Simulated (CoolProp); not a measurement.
Vapour-liquid equilibrium of fluoroethane (R161) (1) + R134a (2) at 290.5 K; x and y are mole fractions of (1).

Computed with CoolProp (multi-fluid Helmholtz-energy mixture model, Wu 2012 and Tillner-Roth 1994; pair parameters Bell 2016).

```csv
x,"bubble pressure, mixture model (MPa)","bubble pressure, Raoult's law (MPa)","y, mixture model","y, Raoult's law"
0.05,0.5336,0.5373,0.061,0.069
0.125,0.5452,0.5537,0.152,0.168
0.2,0.5576,0.5702,0.241,0.262
0.275,0.5709,0.5867,0.327,0.350
0.35,0.5850,0.6031,0.412,0.433
0.425,0.6001,0.6196,0.493,0.512
0.5,0.6161,0.6361,0.572,0.586
0.575,0.6331,0.6526,0.647,0.657
0.65,0.6510,0.6690,0.719,0.725
0.725,0.6699,0.6855,0.787,0.789
0.8,0.6896,0.7020,0.851,0.850
0.875,0.7101,0.7184,0.910,0.908
0.95,0.7313,0.7349,0.965,0.964
```

The largest gap from Raoult's law is -3.1 % in bubble pressure, at x = 0.425. No azeotrope shows between x = 0.05 and 0.95.

The pair parameters rest on a limited set of measurements; away from them the model extrapolates.
